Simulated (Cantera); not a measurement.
A perfectly stirred reactor is fed with C2H6 : H2 = 1 : 94 (molar parts), at 101000 Pa; it is held at 1475 K, and followed from long to short residence time.

Cantera simulation using GRI-Mech 3.0 (53 species, 325 reactions); the numbers are that mechanism's predictions, not measurements. GRI-Mech 3.0 stops at C3 and has no aromatics, soot or wall deposition, so with more carbon than oxygen in the feed, carbon stays in small species such as C2H2 where larger ones or solid carbon would form.

### Question
What does this change do: pressure from 101000 Pa to 40.0 Pa?

### Answer
```tsv
quantity	before	after
x(C2H6) at τ = 0.580 s	1.76e-5	0.000491
x(H2) at τ = 0.580 s	0.983	0.983
x(CH4) at τ = 0.580 s	0.0133	0.0113
x(C2H4) at τ = 0.580 s	0.00104	0.00155
x(C2H) at τ = 0.580 s	1.02e-10	4.78e-9
x(C2H6) at τ = 15.0 ms	0.000165	0.00830
x(H2) at τ = 15.0 ms	0.986	0.988
x(CH4) at τ = 15.0 ms	0.00682	0.00174
x(C2H4) at τ = 15.0 ms	0.00267	0.00105
x(C2H) at τ = 15.0 ms	5.00e-10	1.65e-11
```
Radical loss at walls, strong at low pressure, is not modelled.

### Question
What does this change do: temperature 1475 to 1748 K?

### Answer
```csv
quantity,before,after
x(C2H6) at τ = 0.580 s,1.76e-5,8.14e-7
x(H2) at τ = 0.580 s,0.983,0.985
x(CH4) at τ = 0.580 s,0.0133,0.00802
x(C2H4) at τ = 0.580 s,0.00104,0.000210
x(C2H) at τ = 0.580 s,1.02e-10,9.99e-9
x(C2H6) at τ = 15.0 ms,0.000165,1.31e-5
x(H2) at τ = 15.0 ms,0.986,0.984
x(CH4) at τ = 15.0 ms,0.00682,0.0104
x(C2H4) at τ = 15.0 ms,0.00267,0.000245
x(C2H) at τ = 15.0 ms,5.00e-10,1.04e-8
```
